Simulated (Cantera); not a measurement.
Charge: 1 mol Si, 4 mol HBr, equilibrated at 700 K and 1.20 Pa.

Equilibrium computed with Cantera from the NASA thermochemical tables; the gas is ideal and each condensed phase is pure. The tables' values for SiBr₃ are old estimates; treat these amounts as uncertain. Rates play no part.

| species | before | after |
|---|---|---|
| HBr | 0.0148 | 0.420 |
| H₂ | 0.656 | 0.315 |
| SiBr₂ | 0.000118 | 0.207 |
| SiBr₄ | 0.327 | 0.0468 |
| Br | 8.33e-9 | 0.00298 |
| SiBr₃ | 7.60e-5 | 0.00822 |
| SiHBr₃ | 0.00157 | 0.000257 |
| Si(s), mol | 0.00972 | 0 |
Gas species are given as mole fractions.

### Question
Name the change that produced these shifts.
A) temperature from 700 K to 1498 K
B) HBr from 4 to 9.3 mol
C) temperature from 700 K to 1075 K
D) pressure from 1.20 Pa to 1.33 mbar

### Answer
C, temperature from 700 K to 1075 K
